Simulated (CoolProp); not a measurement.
The numbers come from the reference Helmholtz-energy equation of state, Lemmon 2006 in CoolProp. It is a short technical equation, of lower accuracy than the large ones.

Task: For isopentane, give the phase and the Joule-Thomson coefficient (K/MPa) at 226.85 °C and 13.9 kPa.

Result: 
- 226.85 °C and 13.9 kPa: gas; Joule-Thomson coefficient 5.84
